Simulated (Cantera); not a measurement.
Thermodynamics of abatement and gas-phase synthesis, feed H2O + O2

A closed system holds: 1 mol H2O, 4.3 mol O2, equilibrated at 1.00 bar.

Cantera equilibrium calculation (NASA polynomials, part measured and part estimated; ideal gas, pure solids and liquids). Candidate condensed phases: H2O; 22 gas species. Ions and electrons are included (thermal ionisation). The numbers say what is thermodynamically allowed, not how fast it happens.

```json
[
 {"T (K)": "3000", "x O": "0.0938", "x O2": "0.687", "x H": "0.0128", "x H2O": "0.121", "x OH": "0.0786", "x H2": "0.00656", "x HO2": "0.000114", "x e-": "1.86e-9"},
 {"T (K)": "3500", "x O": "0.328", "x O2": "0.443", "x H": "0.0658", "x H2O": "0.0436", "x OH": "0.106", "x H2": "0.0124", "x HO2": "0.000107", "x e-": "3.18e-8"},
 {"T (K)": "4000", "x O": "0.622", "x O2": "0.175", "x H": "0.133", "x H2O": "0.00520", "x OH": "0.0580", "x H2": "0.00698", "x HO2": "3.32e-5", "x e-": "2.61e-7"},
 {"T (K)": "4500", "x O": "0.770", "x O2": "0.0479", "x H": "0.161", "x H2O": "0.000362", "x OH": "0.0189", "x H2": "0.00215", "x HO2": "5.26e-6", "x e-": "1.19e-6"},
 {"T (K)": "5000", "x O": "0.811", "x O2": "0.0134", "x H": "0.168", "x H2O": "3.10e-5", "x OH": "0.00615", "x H2": "0.000685", "x HO2": "8.55e-7", "x e-": "4.46e-6"}
]
```
x: gas mole fraction; nothing condenses.

From 3000 K to 5000 K nothing is condensed.
